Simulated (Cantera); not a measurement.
Charge: 1 mol n-butane, 0.037 mol O₂, 20 mol H₂, equilibrated at 1.00 bar.

Equilibrium computed with Cantera from the NASA thermochemical tables; the gas is ideal and each condensed phase is pure. Candidate condensed phases: C, C₆H₆, C₇H₈, C₈H₁₈, H₂O; 110 gas species. Kinetics and transport are ignored.

At 2600 °C, list the 7 most abundant gas species with their mole fractions, and the condensed phases.

H₂ 0.862, H 0.0976, C₂H₂ (acetylene) 0.0365, CO 0.00281, C₄H₂ 0.000643, C₂H 0.000586, CH₃ 0.000124. Condensed: C(graphite).
